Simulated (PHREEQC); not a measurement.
Consider water at 20 °C with 1.4 mol KOH and 0.00026 mol Na2SiO3 per kg of water. Closed to the air; pH follows from the charge balance.

Equilibrium calculation in PHREEQC: ion-association model, phreeqc.dat.

### Question
The ionic strength comes out as 1.40 mol/kgw. What activity coefficients do OH-, H2SiO4-2, H3SiO4-, K+, Na+ get?

### Answer
OH- 0.56, H2SiO4-2 0.17, H3SiO4- 0.58, K+ 0.58, Na+ 0.76.

No solid was allowed to form. Caution: at this ionic strength the ion-association model is outside its range; a Pitzer model would be the better tool where its parameters exist.
